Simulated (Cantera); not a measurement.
Input (Python, Cantera) and output of one run.

```python
import numpy as np
import cantera as ct

gas_names = """
    H HI HO2 H2 H2O H2O2 I I2 Mg MgH MgI MgI2 MgO MgOH MgO2H2 Mg2 O OH O2 O3
""".split()
cond_names = """
    H2O(s) H2O(L) I2(cr) I2(L) Mg(cr) Mg(L) MgI2(s) MgI2(L) MgO(s) MgO(L) MgO2H2(s)
""".split()


# ... load() reads the species with a 1 bar reference pressure and builds the phases ...
atoms = {
    'MgO': {'Mg': 1, 'O': 1},
    'I2': {'I': 2},
    'H2': {'H': 2},
    'H2O': {'H': 2, 'O': 1},
}
top_T = {}  # K; cautious upper limits of use, not melting points


# ... equilibrate(T, P, feed) seeds the gas with the atoms and calls Mixture.equilibrate('TP', solver="vcs", rtol=1e-11, max_steps=5000) ...
results = []
feed = {'MgO': 1, 'I2': 0.013, 'H2': 0.13, 'H2O': 0.037}  # mol
T = 1075  # K
P = 1400  # Pa
mix = equilibrate(T, P, feed)
results.append((T, P, feed, dict(zip(mix.species_names, mix.species_moles))))
print(gas.report(threshold=1e-06))
for i in range(1, mix.n_phases):
    print(f"{mix.phase(i).name:16s} {mix.phase_moles(i):12.5e} mol")
```

Result:

```
       temperature   1075 K
          pressure   1400 Pa
           density   0.003633 kg/m^3
  mean mol. weight   23.194 kg/kmol
   phase of matter   gas

                          1 kg             1 kmol
                     ---------------   ---------------
          enthalpy       -8.2381e+05       -1.9108e+07  J
   internal energy       -1.2092e+06       -2.8046e+07  J
           entropy             10155        2.3554e+05  J/K
    Gibbs function        -1.174e+07       -2.7231e+08  J
 heat capacity c_p            1423.9             33027  J/K
 heat capacity c_v            1065.4             24712  J/K

                      mass frac. Y      mole frac. X     chem. pot. / RT
                     ---------------   ---------------   ---------------
                HI           0.63881           0.11583           -30.339
                H2          0.056949            0.6552            -22.38
               H2O           0.15765           0.20298           -58.014
                 I           0.13782           0.02519           -19.149
                I2         0.0086658        0.00079192           -38.298
              MgI2        0.00010347        8.6292e-06            -76.15
     [  +14 minor]        5.4587e-09        1.0067e-07

I2(L)             0.00000e+00 mol
Mg(L)             0.00000e+00 mol
MgI2(L)           0.00000e+00 mol
MgO(s)            9.99998e-01 mol
```

Method: chemical equilibrium by Gibbs-energy minimisation in Cantera with the NASA 1993 tables (ideal gas, pure condensed phases).
